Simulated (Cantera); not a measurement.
Feed: 1 mol AlCl₃, 9.5 mol HCl, 33 mol N₂, 100 mol NH₃, held at 2000 K and 10000 Pa.

Cantera equilibrium calculation (NASA polynomials, part measured and part estimated; ideal gas, pure solids and liquids). Candidate condensed phases: Al, AlCl₃, AlN, NH₄Cl; 20 gas species. The tables' values for AlCl₂ are old estimates; treat these amounts as uncertain. Equilibrium is a limit: real reactors are often held back by kinetics, nucleation or transport.

Base state: H₂ 0.607, N₂ 0.339, HCl 0.0463, H 0.00401, AlCl 0.00373, AlCl₂ 0.000297, Cl 0.000228, AlCl₃ 4.59e-5 (mole fractions); condensed: gas only.

### Question
What changes in the equilibrium state with this change: temperature from 2000 K to 1075 K?

### Answer
| species | before | after |
|---|---|---|
| H₂ | 0.607 | 0.615 |
| N₂ | 0.339 | 0.340 |
| HCl | 0.0463 | 0.0420 |
| H | 0.00401 | 3.64e-8 |
| AlCl₃ | 4.59e-5 | 0.00312 |
| AlCl | 0.00373 | 8.92e-9 |
| Cl | 0.000228 | 2.24e-9 |
| AlCl₂ | 0.000297 | 6.11e-7 |
| NH₃ | 5.52e-7 | 1.03e-5 |
| AlN(s), mol | 0 | 0.239 |

### Question
What changes in the equilibrium state with this change: temperature from 2000 K to 1048.15 K?

### Answer
```tsv
species	before	after
H₂	0.607	0.614
N₂	0.339	0.340
HCl	0.0463	0.0422
H	0.00401	1.92e-8
AlCl₃	4.59e-5	0.00305
AlCl	0.00373	3.25e-9
Cl	0.000228	1.20e-9
AlCl₂	0.000297	3.29e-7
NH₃	5.52e-7	1.21e-5
AlN(s), mol	0	0.257
```

### Question
What changes in the equilibrium state with this change: pressure from 10000 Pa to 28000 Pa?

### Answer
```
species    before     after
-------  --------  --------
H₂          0.607     0.608
N₂          0.339     0.339
HCl        0.0463    0.0462
H         0.00401   0.00240
AlCl      0.00373   0.00350
AlCl₃     4.59e-5  0.000119
Cl       0.000228  0.000135
AlCl₂    0.000297  0.000463
```
